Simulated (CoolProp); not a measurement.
Saturated liquid density (kg/m³) of n-dodecane: the reference equation beside estimates from Tc = 385.0 °C, pc = 1.818 MPa, ω = 0.574. Rackett uses Z = 0.29056 − 0.08775 ω.

The numbers come from the reference Helmholtz-energy equation of state, Lemmon 2004 in CoolProp. It is a short technical equation, of lower accuracy than the large ones.

```
T (°C)  reference  Rackett  van der Waals
------  ---------  -------  -------------
221.95      588.7    613.6          307.4
225.75      585.1    609.7          305.6
229.55      581.4    605.7          303.8
233.35      577.7    601.7          301.9
237.15      573.9    597.6          300.0
240.85      570.2    593.6          298.1
244.65      566.4    589.5          296.2
248.45      562.5    585.3          294.2
```

Absolute difference from the reference over all 8 rows, mean and median: Rackett 4.1 and 4.1 %, van der Waals 47.7 and 47.7 %.
